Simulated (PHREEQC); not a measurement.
0.049 g of hydrous ferric oxide (600 m²/g; 0.2 weak and 0.005 strong sites per Fe, Dzombak-Morel constants, diffuse double layer) in 1 kg of water with 0.3 mol/kgw of an inert sodium salt and 4.9e-07 mol/kgw MgCl2, 4.7e-06 mol/kgw SrCl2 and 5.1e-05 mol/kgw BaCl2, at 25 °C; the pH is set by adding NaOH or the inert anion's acid. O2 is buffered at 0.21 atm. No CO2 enters from the air. Precipitation was switched off in this run.

The series has 17 steps of pH, from 4 to 12.

The numbers come from PHREEQC with the ion-association model, wateq4f.dat.

### Question
Near which pH is half of the Mg sorbed, and on which side is more sorbed?

### Answer
Near pH 8.8, with more sorbed at higher pH.

### Question
Near which pH is half of the Sr sorbed, and on which side is more sorbed?

### Answer
Near pH 10.3, with more sorbed at higher pH.

Species that the database lacks are ignored.
